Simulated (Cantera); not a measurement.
## Low-pressure radical oxidation in H2/O2

An isothermal, constant-pressure homogeneous reactor starts with H2 : O2 : N2 = 0.011 : 1 : 0.24 (molar parts), at 1275 K and 0.00380 bar.

Detailed kinetics in Cantera: the H2/O2 subset of GRI-Mech 3.0, which has no nitrogen chemistry. Radical loss at walls, strong at low pressure, is not modelled.

```csv
t (s),x H2,x O2,x O,x H2O2,x H,x OH,x HO2
2.00e-5,0.00879,0.799,1.00e-11,<1e-12,1.30e-10,1.00e-11,1.40e-10
8.60e-5,0.00879,0.799,1.58e-10,<1e-12,4.47e-10,1.56e-10,6.01e-10
0.000369,0.00879,0.799,1.77e-9,<1e-12,1.02e-9,1.69e-9,2.58e-9
0.00159,0.00879,0.799,1.58e-8,3.22e-12,2.72e-9,1.33e-8,1.11e-8
0.00682,0.00879,0.799,5.96e-7,5.41e-11,6.68e-8,4.49e-7,4.78e-8
0.0293,0.000698,0.792,0.00643,1.14e-8,0.000569,0.00156,2.55e-7
0.126,3.86e-5,0.791,0.00752,3.98e-9,0.000346,0.000855,1.68e-7
0.541,3.45e-5,0.792,0.00669,3.91e-9,0.000291,0.000810,1.59e-7
2.33,2.25e-5,0.794,0.00429,3.59e-9,0.000150,0.000655,1.30e-7
10.0,6.57e-6,0.797,0.00122,2.44e-9,2.31e-5,0.000355,6.67e-8
```
x: mole fraction; the columns are a selection and need not sum to one.

Equilibrium at this temperature and pressure: H2 8.90e-9, O2 0.798, O 1.63e-6, H2O2 2.19e-11, H 1.14e-9, OH 1.31e-5, HO2 5.91e-9 (gas phase only).
